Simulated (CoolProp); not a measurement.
The numbers come from the reference Helmholtz-energy equation of state, Lemmon 2006 in CoolProp. It is a short technical equation, of lower accuracy than the large ones.

Problem. Give the vapour pressure (MPa), liquid density (kg/m³), enthalpy of vaporisation (kJ/kg), vapour Z of saturated R141b at 258.7, 302.2, 316.7 K.

Solution. 
| T (K) | p (MPa) | liquid density (kg/m³) | enthalpy of vaporisation (kJ/kg) | vapour Z |
|---|---|---|---|---|
| 258.7 | 0.0139 | 1310 | 244 | 0.990 |
| 302.2 | 0.0911 | 1230 | 224 | 0.964 |
| 316.7 | 0.149 | 1200 | 217 | 0.949 |
